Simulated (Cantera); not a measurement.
**Adiabatic ignition**

An adiabatic, constant-volume homogeneous reactor starts with CH4 : H2 : O2 : N2 = 1 : 0.059 : 5.49 : 20.6 (molar parts), equivalence ratio 0.37, at 975 K and 9.47 atm.

Cantera simulation using GRI-Mech 3.0 (53 species, 325 reactions); the numbers are that mechanism's predictions, not measurements. Below about 1000 K GRI-Mech 3.0 lacks low-temperature oxidation paths.

| t (s) | T (K) | P (bar) | x CH4 | x H2 | x O2 | x HO2 | x C2H2 |
|---|---|---|---|---|---|---|---|
| 3.00e-6 | 975 | 9.60 | 0.0368 | 0.00217 | 0.202 | 5.97e-11 | <1e-12 |
| 7.97e-6 | 975 | 9.60 | 0.0368 | 0.00217 | 0.202 | 1.60e-10 | <1e-12 |
| 2.12e-5 | 975 | 9.60 | 0.0368 | 0.00217 | 0.202 | 4.30e-10 | <1e-12 |
| 5.63e-5 | 975 | 9.60 | 0.0368 | 0.00217 | 0.202 | 1.18e-9 | <1e-12 |
| 0.000150 | 975 | 9.60 | 0.0368 | 0.00217 | 0.202 | 3.38e-9 | <1e-12 |
| 0.000398 | 975 | 9.60 | 0.0368 | 0.00217 | 0.202 | 1.04e-8 | <1e-12 |
| 0.00106 | 975 | 9.60 | 0.0368 | 0.00217 | 0.202 | 3.36e-8 | <1e-12 |
| 0.00281 | 975 | 9.60 | 0.0368 | 0.00217 | 0.202 | 1.13e-7 | <1e-12 |
| 0.00747 | 975 | 9.60 | 0.0368 | 0.00217 | 0.202 | 5.05e-7 | <1e-12 |
| 0.0199 | 976 | 9.61 | 0.0368 | 0.00216 | 0.202 | 2.13e-6 | <1e-12 |
| 0.0528 | 1025 | 10.1 | 0.0334 | 0.00199 | 0.198 | 3.69e-5 | 3.16e-8 |
| 0.140 | 2026 | 19.9 | <1e-12 | 1.67e-5 | 0.127 | 3.95e-6 | <1e-12 |
| 0.373 | 2019 | 19.9 | <1e-12 | 1.60e-5 | 0.126 | 3.82e-6 | <1e-12 |
| 0.991 | 2013 | 19.8 | <1e-12 | 1.54e-5 | 0.125 | 3.70e-6 | <1e-12 |
| 2.63 | 2011 | 19.8 | <1e-12 | 1.52e-5 | 0.124 | 3.66e-6 | <1e-12 |
| 7.00 | 2011 | 19.8 | <1e-12 | 1.52e-5 | 0.124 | 3.66e-6 | <1e-12 |
x: mole fraction; the columns are a selection and need not sum to one.

```json
{
 "time_of_steepest_temperature_rise": "55.2 ms",
 "temperature at 7.00 s": "2011 K",
 "equilibrium_temperature": "2011 K",
 "x(CH4) at 7.00 s": "<1e-12 (gas-phase equilibrium <1e-12)",
 "x(H2) at 7.00 s": "1.52e-5 (gas-phase equilibrium 1.52e-5)",
 "x(O2) at 7.00 s": "0.124 (gas-phase equilibrium 0.124)"
}
```
